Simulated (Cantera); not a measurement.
Cantera run:

```python
import numpy as np
import cantera as ct

gas_names = """
    F F2 H HF H2 H2F2 H3F3 H4F4 H5F5 H6F6 H7F7 N NF NF2 NF3 NH NH2 NH3 N2 N2H2 N2H4 Si SiF SiF2 SiF3
    SiF4 SiH SiHF3 SiH2 SiH2F2 SiH3 SiH3F SiH4 SiN Si2 Si2N Si3
""".split()
cond_names = """
    Si(cr) Si(L) Si3N4(a)
""".split()


# ... load() reads the species with a 1 bar reference pressure and builds the phases ...
atoms = {
    'Si': {'Si': 1},
    'HF': {'H': 1, 'F': 1},
    'N2': {'N': 2},
}
top_T = {'Si3N4(a)': 2400}  # K; cautious upper limits of use, not melting points


# ... equilibrate(T, P, feed) seeds the gas with the atoms and calls Mixture.equilibrate('TP', solver="vcs", rtol=1e-11, max_steps=5000) ...
results = []
P = 280  # Pa
for T in [775, 875, 975, 1075, 1175, 1275, 1375, 1475, 1575, 1675]:
    for m in [1.4, 3.5, 5.7, 7.8, 9.9, 12, 14, 16, 18]:
        feed = {'Si': 1, 'HF': m, 'N2': 0.12}  # mol
        mix = equilibrate(T, P, feed)
        results.append((T, P, feed, dict(zip(mix.species_names, mix.species_moles))))

for T, P, feed, n in results:
    print(f"{T:7g} {feed['HF']:10.4g}  " + (" + ".join(c for c in cond_names if n.get(c, 0) > 1e-12) or "gas only"))
```

Result:

```
    775        1.4  Si(cr) + Si3N4(a)
    775        3.5  Si3N4(a)
    775        5.7  gas only
    775        7.8  gas only
    775        9.9  gas only
    775         12  gas only
    775         14  gas only
    775         16  gas only
    775         18  gas only
    875        1.4  Si(cr) + Si3N4(a)
    875        3.5  Si3N4(a)
    875        5.7  gas only
    875        7.8  gas only
    875        9.9  gas only
    875         12  gas only
    875         14  gas only
    875         16  gas only
    875         18  gas only
    975        1.4  Si(cr) + Si3N4(a)
    975        3.5  Si3N4(a)
    975        5.7  gas only
    975        7.8  gas only
    975        9.9  gas only
    975         12  gas only
    975         14  gas only
    975         16  gas only
    975         18  gas only
   1075        1.4  Si(cr) + Si3N4(a)
   1075        3.5  Si3N4(a)
   1075        5.7  gas only
   1075        7.8  gas only
   1075        9.9  gas only
   1075         12  gas only
   1075         14  gas only
   1075         16  gas only
   1075         18  gas only
   1175        1.4  Si(cr) + Si3N4(a)
   1175        3.5  Si3N4(a)
   1175        5.7  gas only
   1175        7.8  gas only
   1175        9.9  gas only
   1175         12  gas only
   1175         14  gas only
   1175         16  gas only
   1175         18  gas only
   1275        1.4  Si(cr) + Si3N4(a)
   1275        3.5  Si3N4(a)
   1275        5.7  gas only
   1275        7.8  gas only
   1275        9.9  gas only
   1275         12  gas only
   1275         14  gas only
   1275         16  gas only
   1275         18  gas only
   1375        1.4  Si(cr) + Si3N4(a)
   1375        3.5  Si3N4(a)
   1375        5.7  gas only
   1375        7.8  gas only
   1375        9.9  gas only
   1375         12  gas only
   1375         14  gas only
   1375         16  gas only
   1375         18  gas only
   1475        1.4  Si(cr) + Si3N4(a)
   1475        3.5  Si3N4(a)
   1475        5.7  gas only
   1475        7.8  gas only
   1475        9.9  gas only
   1475         12  gas only
   1475         14  gas only
   1475         16  gas only
   1475         18  gas only
   1575        1.4  Si(cr) + Si3N4(a)
   1575        3.5  gas only
   1575        5.7  gas only
   1575        7.8  gas only
   1575        9.9  gas only
   1575         12  gas only
   1575         14  gas only
   1575         16  gas only
   1575         18  gas only
   1675        1.4  Si(cr)
   1675        3.5  gas only
   1675        5.7  gas only
   1675        7.8  gas only
   1675        9.9  gas only
   1675         12  gas only
   1675         14  gas only
   1675         16  gas only
   1675         18  gas only
```

Method: chemical equilibrium by Gibbs-energy minimisation in Cantera with the NASA 1993 tables (ideal gas, pure condensed phases). N2 is the only nitrogen source here; it is nearly inert below about 1500 K, so the nitride shown seldom forms there in practice. Mutual solubility and eutectic melting of coexisting phases are not modelled. The tables' values for SiF2, SiF3 are old estimates.
